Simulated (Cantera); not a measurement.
Cantera run, input and output.

```python
import numpy as np
import cantera as ct

gas = ct.Solution("gri30.yaml")
gas.TP = 300, 130000
flame = ct.CounterflowDiffusionFlame(gas, width=0.02)
flame.fuel_inlet.X, flame.fuel_inlet.T = {'CH4': 1}, 600
flame.oxidizer_inlet.X, flame.oxidizer_inlet.T = {'O2': 0.21, 'N2': 0.79}, 473
flame.set_refine_criteria(ratio=3, slope=0.12, curve=0.24, prune=0.03)
show = ['OH', 'H', 'NO', 'CO', 'C2H2']

rows = []
print(f"{'mdot':>8s}{'a_max':>10s}{'a_mean':>10s}{'Tmax/K':>9s}" + "".join(f"{s:>11s}" for s in show) + "   (peak mole fractions)")
for i, mdot in enumerate([0.33, 0.44, 0.58, 0.78, 1, 1.4, 1.9, 2.5, 3.4, 4.5]):  # kg/m2/s on the oxidiser side
    flame.oxidizer_inlet.mdot, flame.fuel_inlet.mdot = mdot, 0.61 * mdot
    flame.solve(loglevel=0, auto=(i == 0))
    if flame.T.max() < max(600, 473) + 100:
        print(f"{mdot:8.3g}  no burning solution found from the previous one")
        break
    dT = np.abs(np.gradient(flame.T, flame.grid))
    rows.append([flame.strain_rate("max"), flame.strain_rate("mean"), flame.T.max(),
                 *(flame.X[gas.species_index(s)].max() for s in show), max(dT[0], dT[-1]) / dT.max()])
    print(f"{mdot:8.3g}{rows[-1][0]:10.1f}{rows[-1][1]:10.1f}{rows[-1][2]:9.1f}" + "".join(f"{x:11.3e}" for x in rows[-1][3:-1]))
```

It prints:

```
    mdot     a_max    a_mean   Tmax/K         OH          H         NO         CO       C2H2   (peak mole fractions)
    0.33     177.8      41.4   2154.2  7.980e-03  3.723e-03  2.972e-04  5.492e-02  1.554e-02
    0.44     228.1      55.2   2141.7  7.995e-03  3.877e-03  2.803e-04  5.406e-02  1.463e-02
    0.58     291.4      72.7   2133.1  8.048e-03  4.051e-03  2.649e-04  5.356e-02  1.388e-02
    0.78     380.3      97.8   2122.1  8.041e-03  4.215e-03  2.450e-04  5.306e-02  1.305e-02
       1     475.7     125.4   2112.3  8.009e-03  4.347e-03  2.262e-04  5.272e-02  1.237e-02
     1.4     645.1     175.5   2096.2  7.880e-03  4.493e-03  1.965e-04  5.235e-02  1.135e-02
     1.9     852.6     238.2   2078.2  7.668e-03  4.572e-03  1.662e-04  5.209e-02  1.033e-02
     2.5    1098.1     313.5   2060.6  7.423e-03  4.615e-03  1.381e-04  5.208e-02  9.428e-03
     3.4    1463.4     426.3   2035.2  7.004e-03  4.559e-03  1.048e-04  5.217e-02  8.216e-03
     4.5    1907.4     564.2   2005.2  6.459e-03  4.381e-03  7.418e-05  5.241e-02  6.886e-03
```

Detailed kinetics in Cantera: GRI-Mech 3.0 (53 species, 325 reactions). GRI-Mech 3.0 has no aromatics or soot, which form on the fuel side of real flames. The maximum strain rate includes the flame's own expansion and is several times the mean.
